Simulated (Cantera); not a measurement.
Standard-state values (1 bar) from the NASA 1993 polynomials, evaluated with Cantera. Values are per mole of reaction as written; species without (g) are pure solids or liquids, kept so even where they would boil at 1 bar.

5 N₂(g) + 2 Ta₂O₅ → 10 NO(g) + 4 Ta, with ΔH° = 5004.6 kJ and ΔS° = 1028.8 J/K at 300 K.

Q: How far is the shortcut ΔG° ≈ ΔH°(300 K) − T·ΔS°(300 K) from the full temperature-dependent value at 1248, 1448, 1648, 1848, 2048, 2248, 2448, 2648, 2848 K?

A: 
| T (K) | shortcut (kJ) | full (kJ) | difference (kJ) | difference in log10 K | condensed phases |
|---|---|---|---|---|---|
| 1248 | 3720.6 | 3761.1 | -40.4 | 1.69 | Ta₂O₅(s), Ta(s) |
| 1448 | 3514.9 | 3572.7 | -57.8 | 2.09 | Ta₂O₅(s), Ta(s) |
| 1648 | 3309.1 | 3386.7 | -77.6 | 2.46 | Ta₂O₅(s), Ta(s) |
| 1848 | 3103.3 | 3202.7 | -99.3 | 2.81 | Ta₂O₅(s), Ta(s) |
| 2048 | 2897.6 | 3020.5 | -123.0 | 3.14 | Ta₂O₅(s), Ta(s) |
| 2248 | 2691.8 | 2862.9 | -171.1 | 3.98 | Ta₂O₅(l), Ta(s) |
| 2448 | 2486.0 | 2709.5 | -223.5 | 4.77 | Ta₂O₅(l), Ta(s) |
| 2648 | 2280.3 | 2558.7 | -278.4 | 5.49 | Ta₂O₅(l), Ta(s) |
| 2848 | 2074.5 | 2410.2 | -335.7 | 6.16 | Ta₂O₅(l), Ta(s) |
The shortcut ignores heat capacities and the phase changes listed.
